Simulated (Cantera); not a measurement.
An adiabatic, constant-pressure homogeneous reactor starts with 4.49 % CH4, 1.08 % H2, 19.9 % O2, 74.6 % N2, at 1325 K and 5.10 bar.

Detailed kinetics in Cantera: GRI-Mech 3.0 (53 species, 325 reactions).

Q: Predict: time of steepest temperature rise; temperature at 3.00 s; equilibrium temperature; x(H2) at 3.00 s; x(O2) at 3.00 s; x(O) at 3.00 s; x(H2O) at 3.00 s; x(NO) at 3.00 s.

A: 
```json
{
  "time_of_steepest_temperature_rise": "0.392 ms",
  "temperature at 3.00 s": "2292 K",
  "equilibrium_temperature": "2292 K",
  "x(H2) at 3.00 s": "0.000279 (gas-phase equilibrium 0.000279)",
  "x(O2) at 3.00 s": "0.0977 (gas-phase equilibrium 0.0977)",
  "x(O) at 3.00 s": "0.000659 (gas-phase equilibrium 0.000659)",
  "x(H2O) at 3.00 s": "0.0987 (gas-phase equilibrium 0.0987)",
  "x(NO) at 3.00 s": "0.0103 (gas-phase equilibrium 0.0103)"
}
```
